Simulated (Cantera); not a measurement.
Feed: 1 mol HMDSO, 3.9 mol O3, at 1900 Pa.

Points: T (K) = 625, 700, 775, 850, 925, 1000, 1075, 1150, 1225.

Cantera's Mixture.equilibrate('TP', solver="vcs", rtol=1e-11, max_steps=5000) on the NASA tables stopped like this:

```
ERROR: FAILURE its = 5001!

*******************************************************************************
CanteraError thrown by MultiPhase::equilibrate:
VCS solver failed. Return code: -1
*******************************************************************************
```

**Question.** What got this run through?

**Answer.** Several could match; the one computed here: The failure is numerical, not chemical. The same input converged with solver="gibbs", rtol=1e-10, max_steps=50000, and the result passed a check of the equilibrium conditions:
```
log10 of partial pressures in bar; condensed amounts in mol
       T/K        H2       H2O        CO       CO2       CH4     C(gr) SiO2(Lqz) SiO2(hqz)
       625    -2.230    -2.154    -3.764    -2.371    -2.776     2.618         2         0
       700    -2.050    -2.400    -2.982    -2.359    -3.169      2.15         2         0
       775    -1.994    -2.766    -2.426    -2.495    -3.678    0.7501         2         0
       850    -1.996    -2.886    -2.264    -2.668    -4.724         0         0         2
       925    -2.007    -2.805    -2.241    -2.732    -5.930         0         0         2
      1000    -2.018    -2.744    -2.223    -2.792    -6.956         0         0         2
      1075    -2.027    -2.698    -2.209    -2.849    -7.836         0         0         2
      1150    -2.035    -2.664    -2.197    -2.902    -8.597         0         0         2
      1225    -2.041    -2.638    -2.188    -2.952    -9.262         0         0         2
```

The gas is ideal and each condensed phase is pure. The feed counts by its element totals alone. The tables hold silica as quartz up to 1696 K and as liquid above; real silica turns to tridymite and cristobalite and melts near 1996 K.
